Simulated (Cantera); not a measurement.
# H₂O (abatement and gas-phase synthesis)

A closed system holds: 1 mol H₂O, held at 900 K and 0.150 bar.

Equilibrium computed with Cantera from the NASA thermochemical tables; the gas is ideal and each condensed phase is pure. Candidate condensed phases: H₂O; 9 gas species. The numbers say what is thermodynamically allowed, not how fast it happens.

| Item | Value |
|---|---|
| x(H₂O) | 1.00 |
| gas amount | 1.000 mol |
